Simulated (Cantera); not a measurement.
Charge: 1 mol PbO, 0.4 mol CO, 11 mol N2, held at 950 °C and 530000 Pa.

Cantera equilibrium calculation (NASA polynomials, part measured and part estimated; ideal gas, pure solids and liquids). Candidate condensed phases: C, Pb, PbO, PbO2, Pb3O4; 27 gas species. Each liquid is taken as pure. Mutual solubility and eutectic melting of coexisting phases are not modelled. Gases not in the tables: (PbO)n polymers. The numbers say what is thermodynamically allowed, not how fast it happens.

Base state: N2 0.965, CO2 0.0351, Pb 0.000171, PbO 2.05e-5, CO 1.74e-5 (mole fractions); condensed: Pb(l) + PbO(l).

Question: What changes in the equilibrium state with this change: pressure from 530000 Pa to 13300 Pa?

Answer: 
| species | before | after |
|---|---|---|
| N2 | 0.965 | 0.958 |
| CO2 | 0.0351 | 0.0348 |
| Pb | 0.000171 | 0.00681 |
| PbO | 2.05e-5 | 0.000814 |
| CO | 1.74e-5 | 1.73e-5 |
| Pb(l), mol | 0.398 | 0.322 |
| PbO(l), mol | 0.600 | 0.591 |
